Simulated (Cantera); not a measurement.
An isothermal, constant-pressure homogeneous reactor starts with CH4 : H2 : H = 0.023 : 1 : 0.04 (molar parts), at 1250 K and 0.0230 bar. Integrator tolerance rtol = 1e-08.

Model: GRI-Mech 3.0 (53 species, 325 reactions), integrated in Cantera. GRI-Mech 3.0 stops at C3 and has no aromatics, soot or wall deposition, so with more carbon than oxygen in the feed, carbon stays in small species such as C2H2 where larger ones or solid carbon would form. Radical loss at walls, strong at low pressure, is not modelled.

Question: What does this change do: pressure from 0.0230 bar to 0.0110 bar?

Answer: 
```csv
quantity,before,after
x(CH4) at 200 s,0.0204 (gas-phase equilibrium 0.0186),0.0196 (gas-phase equilibrium 0.0141)
x(H2) at 200 s,0.979 (gas-phase equilibrium 0.980),0.979 (gas-phase equilibrium 0.982)
x(H) at 200 s,2.88e-6 (gas-phase equilibrium 3.18e-6),3.87e-6 (gas-phase equilibrium 4.60e-6)
x(C2H6) at 200 s,2.34e-7 (gas-phase equilibrium 3.67e-7),1.37e-7 (gas-phase equilibrium 2.09e-7)
x(C2H4) at 200 s,9.15e-5 (gas-phase equilibrium 0.000191),7.20e-5 (gas-phase equilibrium 0.000226)
```

Question: What does this change do: H 0.04 to 0.016 parts?

Answer: 
```json
[
 {"quantity": "x(CH4) at 200 s", "before": "0.0204 (gas-phase equilibrium 0.0186)", "after": "0.0214 (gas-phase equilibrium 0.0188)"},
 {"quantity": "x(H2) at 200 s", "before": "0.979 (gas-phase equilibrium 0.980)", "after": "0.978 (gas-phase equilibrium 0.979)"},
 {"quantity": "x(H) at 200 s", "before": "2.88e-6 (gas-phase equilibrium 3.18e-6)", "after": "2.76e-6 (gas-phase equilibrium 3.18e-6)"},
 {"quantity": "x(C2H6) at 200 s", "before": "2.34e-7 (gas-phase equilibrium 3.67e-7)", "after": "1.85e-7 (gas-phase equilibrium 3.74e-7)"},
 {"quantity": "x(C2H4) at 200 s", "before": "9.15e-5 (gas-phase equilibrium 0.000191)", "after": "5.17e-5 (gas-phase equilibrium 0.000194)"}
]
```
